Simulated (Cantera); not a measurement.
Standard-state values (1 bar) from the NASA 1993 polynomials, evaluated with Cantera. Values are per mole of reaction as written; species without (g) are pure solids or liquids, kept so even where they would boil at 1 bar.

### Question
Between 850 and 1100 K, where is each reaction favourable under standard conditions?
- 3 H2O2(g) + 3 BaO = O3(g) + 3 Ba(OH)2
- 2 BaO + 2 HCl(g) = Ba(OH)2 + Ba + Cl2(g)

### Answer
- 3 H2O2(g) + 3 BaO = O3(g) + 3 Ba(OH)2: ΔG° is -383 kJ at 850 K and -342 kJ at 1100 K; it stays negative (K > 1). ΔH° is -504 kJ and ΔS° -147 J/K at 1100 K.
- 2 BaO + 2 HCl(g) = Ba(OH)2 + Ba + Cl2(g): ΔG° is 430 kJ at 850 K and 446 kJ at 1100 K; it stays positive (K < 1). ΔH° is 385 kJ and ΔS° -55 J/K at 1100 K.
